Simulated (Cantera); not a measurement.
A Cantera script and what it prints.

```python
import numpy as np
import cantera as ct

gas_names = """
    C CO CO2 C2 C2O C3 C3O2 C4 C5 Ca CaO Ca2 O O2 O3
""".split()
cond_names = """
    C(gr) Ca(a) Ca(b) Ca(L) CaCO3(caL) CaO(s) CaO(L)
""".split()


# ... load() reads the species with a 1 bar reference pressure and builds the phases ...
atoms = {
    'CaCO3': {'Ca': 1, 'C': 1, 'O': 3},
    'O2': {'O': 2},
    'CO2': {'C': 1, 'O': 2},
}
top_T = {'C(gr)': 4500}  # K; cautious upper limits of use, not melting points


# ... equilibrate(T, P, feed) seeds the gas with the atoms and calls Mixture.equilibrate('TP', solver="vcs", rtol=1e-11, max_steps=5000) ...
results = []
feed = {'CaCO3': 1, 'O2': 0.61, 'CO2': 3.3}  # mol
P = 1333.22  # Pa
for T in [675, 775, 875, 975, 1075, 1175, 1275, 1375, 1475, 1575, 1675, 1775, 1875]:
    mix = equilibrate(T, P, feed)
    results.append((T, P, feed, dict(zip(mix.species_names, mix.species_moles))))
    x = sorted(zip(gas.X, gas.species_names), reverse=True)
    print(f"T = {T:g} K  P = {P:g} Pa  gas = {mix.phase_moles(0):.4g} mol")
    print("   x: " + "  ".join(f"{s} {v:.3e}" for v, s in x if v > 0.0001))
    print("   condensed (mol): " + ("  ".join(f"{mix.phase(i).name} {mix.phase_moles(i):.4g}"
          for i in range(1, mix.n_phases) if mix.phase_moles(i) > 1e-12) or "none"))
```

It prints:

```
T = 675 K  P = 1333.22 Pa  gas = 3.91 mol
   x: CO2 8.440e-01  O2 1.560e-01
   condensed (mol): CaCO3(caL) 1
T = 775 K  P = 1333.22 Pa  gas = 3.91 mol
   x: CO2 8.440e-01  O2 1.560e-01
   condensed (mol): CaCO3(caL) 1
T = 875 K  P = 1333.22 Pa  gas = 3.91 mol
   x: CO2 8.440e-01  O2 1.560e-01
   condensed (mol): CaCO3(caL) 1
T = 975 K  P = 1333.22 Pa  gas = 4.91 mol
   x: CO2 8.758e-01  O2 1.242e-01
   condensed (mol): CaO(s) 1
T = 1075 K  P = 1333.22 Pa  gas = 4.91 mol
   x: CO2 8.758e-01  O2 1.242e-01
   condensed (mol): CaO(s) 1
T = 1175 K  P = 1333.22 Pa  gas = 4.91 mol
   x: CO2 8.758e-01  O2 1.242e-01
   condensed (mol): CaO(s) 1
T = 1275 K  P = 1333.22 Pa  gas = 4.91 mol
   x: CO2 8.758e-01  O2 1.242e-01
   condensed (mol): CaO(s) 1
T = 1375 K  P = 1333.22 Pa  gas = 4.91 mol
   x: CO2 8.757e-01  O2 1.242e-01
   condensed (mol): CaO(s) 1
T = 1475 K  P = 1333.22 Pa  gas = 4.91 mol
   x: CO2 8.757e-01  O2 1.243e-01
   condensed (mol): CaO(s) 1
T = 1575 K  P = 1333.22 Pa  gas = 4.911 mol
   x: CO2 8.753e-01  O2 1.244e-01  CO 3.068e-04
   condensed (mol): CaO(s) 1
T = 1675 K  P = 1333.22 Pa  gas = 4.913 mol
   x: CO2 8.741e-01  O2 1.247e-01  CO 1.096e-03  O 1.045e-04
   condensed (mol): CaO(s) 1
T = 1775 K  P = 1333.22 Pa  gas = 4.919 mol
   x: CO2 8.708e-01  O2 1.255e-01  CO 3.368e-03  O 2.938e-04
   condensed (mol): CaO(s) 1
T = 1875 K  P = 1333.22 Pa  gas = 4.934 mol
   x: CO2 8.624e-01  O2 1.278e-01  CO 9.056e-03  O 7.447e-04
   condensed (mol): CaO(s) 1
```

Cantera equilibrium calculation (NASA polynomials, part measured and part estimated; ideal gas, pure solids and liquids).
